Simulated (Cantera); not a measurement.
A closed system holds: 1 mol CF4, 0.064 mol CH4, 9.7 mol H2, equilibrated at 1575 °C and 100000 Pa.

Cantera equilibrium calculation (NASA polynomials, part measured and part estimated; ideal gas, pure solids and liquids). Candidate condensed phases: C, C6H6, C7H8, C8H18; 95 gas species. Kinetics and transport are ignored.

Base state: H2 0.661, HF 0.338, H 0.000432, CH4 0.000288, C2H2 (acetylene) 0.000170 (mole fractions); condensed: C(graphite).

Q: What changes in the equilibrium state with this change: CF4 replaced by CCl4?

A: 
```tsv
species	before	after
H2	0.661	0.661
HCl	0	0.338
H	0.000432	0.000432
HF	0.338	0
Cl	0	0.000168
CH4	0.000288	0.000288
C2H2 (acetylene)	0.000170	0.000170
C(graphite), mol	1.06	1.06
```
